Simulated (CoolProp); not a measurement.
Saturation properties of nitrogen.

Values from CoolProp's reference Helmholtz-energy equation of state, Span 2000.

| T (K) | p (kPa) | vapour density (kg/m³) | liquid viscosity (µPa s) | vapour viscosity (µPa s) | liquid conductivity (mW/(m K)) |
|---|---|---|---|---|---|
| 83.1 | 189.7 | 8.245 | 130 | [?] | 133 |
| 85.2 | 233.3 | 10.00 | 120 | 6.07 | 129 |
| 87.3 | 284.0 | 12.03 | 112 | 6.25 | 125 |
| 89.5 | 345.3 | 14.47 | 104 | 6.44 | 121 |
| 91.6 | 412.4 | 17.15 | [?] | 6.62 | 117 |
| 93.7 | [?] | 20.19 | 91.6 | 6.81 | 113 |
| 95.8 | 574.4 | 23.64 | 85.9 | 7.01 | 108 |
| 98 | 675.6 | 27.74 | 80.4 | 7.23 | 104 |
| 100.1 | 783.7 | [?] | 75.5 | 7.44 | 99.9 |
| 102.2 | 903.6 | 37.21 | 71.0 | 7.66 | 95.8 |
| 104.4 | [?] | 43.19 | 66.5 | 7.91 | 91.5 |
| 106.5 | 1189 | [?] | 62.4 | 8.16 | 87.3 |
| 108.6 | 1350 | 57.07 | 58.5 | 8.43 | 83.2 |
| 110.8 | 1535 | 65.96 | 54.6 | 8.74 | 78.9 |
| 112.9 | 1728 | 75.80 | 50.9 | 9.07 | 74.7 |

Problem. Fill in the missing entries.

Solution. 
- 83.1, vapour viscosity (µPa s): 5.90
- 91.6, liquid viscosity (µPa s): 97.7
- 93.7, p (kPa): 488.5
- 100.1, vapour density (kg/m³): 32.19
- 104.4, p (kPa): 1043
- 106.5, vapour density (kg/m³): 49.68

It boils at 77.4 K under 1 atm.

Viscosity comes from a separate model (Lemmon 2004). Thermal conductivity comes from a separate model (Lemmon 2004).
